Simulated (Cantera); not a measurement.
A perfectly stirred reactor is fed with C3H8 : O2 : N2 = 1 : 8.47 : 78.8 (molar parts), equivalence ratio 0.59, at 5.00 bar; it is adiabatic with a 575 K inlet, and is followed from long to short residence time, starting on the burning branch (τ in s: 0.098, 0.036, 0.013, 0.0048, 0.0018, 0.00065, 0.00024, 8.7e-05, 3.2e-05, 1.2e-05, 4.3e-06).

Computed with Cantera and GRI-Mech 3.0 (53 species, 325 reactions). GRI-Mech 3.0 was tuned for natural gas; its chemistry of propane as a main component is partial and can be far from experiment.

What does this change do: pressure from 5.00 bar to 0.370 bar?


```csv
quantity,before,after
"blow-out, bracketed by the residence times tried","burning at 36.0 ms, out at 13.0 ms","burning at 13.0 ms, out at 4.80 ms"
x(C3H8) at τ = 98.0 ms,2.71e-5,8.14e-6
x(O2) at τ = 98.0 ms,0.0405,0.0395
x(H) at τ = 98.0 ms,5.52e-7,6.44e-5
x(NO) at τ = 98.0 ms,5.39e-8,3.34e-7
x(CH3) at τ = 98.0 ms,2.65e-6,2.32e-6
x(C3H8) at τ = 0.650 ms,0.0113,0.0113
x(O2) at τ = 0.650 ms,0.0960,0.0960
x(H) at τ = 0.650 ms,<1e-12,<1e-12
x(NO) at τ = 0.650 ms,<1e-12,<1e-12
x(CH3) at τ = 0.650 ms,<1e-12,<1e-12
```

What does this change do: inlet temperature 575 to 473 K?


```json
[
 {"quantity": "blow-out, bracketed by the residence times tried", "before": "burning at 36.0 ms, out at 13.0 ms", "after": "not reached"},
 {"quantity": "x(C3H8) at τ = 98.0 ms", "before": "2.71e-5", "after": "0.0113"},
 {"quantity": "x(O2) at τ = 98.0 ms", "before": "0.0405", "after": "0.0960"},
 {"quantity": "x(H) at τ = 98.0 ms", "before": "5.52e-7", "after": "<1e-12"},
 {"quantity": "x(NO) at τ = 98.0 ms", "before": "5.39e-8", "after": "<1e-12"},
 {"quantity": "x(CH3) at τ = 98.0 ms", "before": "2.65e-6", "after": "<1e-12"},
 {"quantity": "x(C3H8) at τ = 0.650 ms", "before": "0.0113", "after": "0.0113"},
 {"quantity": "x(O2) at τ = 0.650 ms", "before": "0.0960", "after": "0.0960"},
 {"quantity": "x(H) at τ = 0.650 ms", "before": "<1e-12", "after": "<1e-12"},
 {"quantity": "x(NO) at τ = 0.650 ms", "before": "<1e-12", "after": "<1e-12"},
 {"quantity": "x(CH3) at τ = 0.650 ms", "before": "<1e-12", "after": "<1e-12"},
 {"quantity": "state", "before": "not reached", "after": "not burning at any residence time tried"}
]
```

What does this change do: pressure from 5.00 bar to 1.01 bar?


| quantity | before | after |
|---|---|---|
| blow-out, bracketed by the residence times tried | burning at 36.0 ms, out at 13.0 ms | burning at 13.0 ms, out at 4.80 ms |
| x(C3H8) at τ = 98.0 ms | 2.71e-5 | 8.71e-6 |
| x(O2) at τ = 98.0 ms | 0.0405 | 0.0395 |
| x(H) at τ = 98.0 ms | 5.52e-7 | 9.62e-6 |
| x(NO) at τ = 98.0 ms | 5.39e-8 | 2.47e-7 |
| x(CH3) at τ = 98.0 ms | 2.65e-6 | 2.41e-6 |
| x(C3H8) at τ = 0.650 ms | 0.0113 | 0.0113 |
| x(O2) at τ = 0.650 ms | 0.0960 | 0.0960 |
| x(H) at τ = 0.650 ms | <1e-12 | <1e-12 |
| x(NO) at τ = 0.650 ms | <1e-12 | <1e-12 |
| x(CH3) at τ = 0.650 ms | <1e-12 | <1e-12 |
